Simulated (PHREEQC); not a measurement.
**Nickel, zinc or cadmium bath (model solution)**

Dissolve 50 mmol/kgw CdSO4, 96 mmol/kgw KCl and 20 mmol/kgw H2SO4 at 25 °C. Closed to the air; pH follows from the charge balance.

The numbers come from PHREEQC with the ion-association model, wateq4f.dat.

Each row changes one thing in this solution. Precipitation was switched off in this run.

```json
[
 {"case": "as made", "pH": "1.78", "ionic strength (mol/kgw)": "0.203", "SO4-2 (mol/kgw)": "0.0303", "HSO4- (mol/kgw)": "0.0194", "Cd+2 (mol/kgw)": "0.0121", "CdSO4 (mol/kgw)": "0.00905", "SI of CdOHCl (CdOHCl)": "-5.49", "SI of Cd(OH)2 (Cd(OH)2)": "-12.51"},
 {"case": "H2SO4 replaced by CuSO4 at the same molality", "pH": "4.92", "ionic strength (mol/kgw)": "0.223", "SO4-2 (mol/kgw)": "0.0378", "HSO4- (mol/kgw)": "1.73e-5", "Cd+2 (mol/kgw)": "0.0114", "CdSO4 (mol/kgw)": "0.0101", "SI of CdOHCl (CdOHCl)": "-2.39", "SI of Cd(OH)2 (Cd(OH)2)": "-6.28"},
 {"case": "H2SO4 replaced by MgSO4 at the same molality", "pH": "5.80", "ionic strength (mol/kgw)": "0.220", "SO4-2 (mol/kgw)": "0.0371", "HSO4- (mol/kgw)": "2.24e-6", "Cd+2 (mol/kgw)": "0.0114", "CdSO4 (mol/kgw)": "0.00998", "SI of CdOHCl (CdOHCl)": "-1.50", "SI of Cd(OH)2 (Cd(OH)2)": "-4.51"},
 {"case": "0.0026 mol/kgw AlCl3 added", "pH": "1.78", "ionic strength (mol/kgw)": "0.206", "SO4-2 (mol/kgw)": "0.0294", "HSO4- (mol/kgw)": "0.0190", "Cd+2 (mol/kgw)": "0.0116", "CdSO4 (mol/kgw)": "0.00837", "SI of CdOHCl (CdOHCl)": "-5.48", "SI of Cd(OH)2 (Cd(OH)2)": "-12.55"},
 {"case": "H2SO4 from 0.02 to 0.2 mol/kgw", "pH": "0.80", "ionic strength (mol/kgw)": "0.401", "SO4-2 (mol/kgw)": "0.0377", "HSO4- (mol/kgw)": "0.193", "Cd+2 (mol/kgw)": "0.0134", "CdSO4 (mol/kgw)": "0.00846", "SI of CdOHCl (CdOHCl)": "-6.50", "SI of Cd(OH)2 (Cd(OH)2)": "-14.49"}
]
```

Complexes and solids missing from the database can't appear. Some of these states are supersaturated (in Atacamite, Antlerite, for instance).
